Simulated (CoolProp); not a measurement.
Saturation properties of R1336mzz(Z) (Tc = 171.3 °C, pc = 2904 kPa, ω = 0.386).

Values from CoolProp's reference Helmholtz-energy equation of state, McLinden 2020.

| T (°C) | p (kPa) | liquid density (kg/m³) | liquid cp (kJ/(kg K)) | vapour Z |
|---|---|---|---|---|
| 50.35 | 181.1 | 1296 | 1.274 | 0.9223 |
| 58.15 | 231.3 | 1274 | 1.292 | 0.9081 |
| 65.95 | 291.6 | 1251 | 1.310 | 0.8924 |
| 73.75 | 363.3 | 1227 | 1.330 | 0.8750 |
| 81.65 | 448.9 | 1202 | 1.351 | 0.8556 |
| 89.45 | 547.6 | 1176 | 1.373 | 0.8345 |
| 97.25 | 662.0 | 1149 | 1.399 | 0.8113 |
| 105.05 | 793.6 | 1120 | 1.428 | 0.7859 |
| 112.95 | 946.1 | 1089 | 1.463 | 0.7576 |
| 120.75 | 1118 | 1057 | 1.505 | 0.7268 |
| 128.55 | 1312 | 1021 | 1.559 | 0.6927 |
| 136.45 | 1534 | 981.2 | 1.634 | 0.6540 |

It boils at 33.5 °C under 1 atm.
